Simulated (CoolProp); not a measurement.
Vapour pressure (kPa) of n-nonane: the reference equation beside estimates from Tc = 321.4 °C, pc = 2282 kPa, ω = 0.443. Clausius-Clapeyron is anchored at 132.65 °C with a constant enthalpy of vaporisation of 38.51 kJ/mol.

Model: reference Helmholtz-energy equation of state, Lemmon 2006, in CoolProp. It is a short technical equation, of lower accuracy than the large ones.

| T (°C) | reference | Lee-Kesler | Clausius-Clapeyron | van der Waals | Redlich-Kwong | Soave-Redlich-Kwong |
|---|---|---|---|---|---|---|
| 42.35 | 1.610 | ___ | 2.331 | 93.87 | 11.33 | 1.573 |
| 72.45 | 7.035 | 6.838 | 8.371 | 164.7 | 33.23 | 6.902 |
| 102.55 | 23.07 | 22.74 | 24.49 | 265.6 | 78.91 | ___ |
| 132.65 | 61.11 | 60.94 | 61.11 | 401.6 | 160.6 | 60.91 |
| 162.75 | 137.7 | 138.4 | 134.4 | 576.9 | 291.4 | 138.4 |
| 192.85 | 274.3 | 276.7 | 266.9 | 795.2 | 484.3 | 277.9 |
| 222.95 | 496.5 | ___ | 487.9 | 1060 | 751.6 | 506.4 |
| 253.05 | 835.1 | 842.2 | 832.2 | 1374 | 1105 | 855.0 |
| 283.15 | 1328 | 1338 | 1340 | 1739 | 1555 | 1358 |

**Question.** What belongs in the gaps?

**Answer.** 
- 42.35, Lee-Kesler: 1.547
- 102.55, Soave-Redlich-Kwong: 22.80
- 222.95, Lee-Kesler: 501.3

Absolute difference from the reference over all 9 rows, mean and median: Lee-Kesler 1.4 and 0.9 %, Clausius-Clapeyron 8.7 and 2.4 %, van der Waals 1144.2 and 319.0 %, Redlich-Kwong 185.5 and 111.6 %, Soave-Redlich-Kwong 1.6 and 1.9 %.
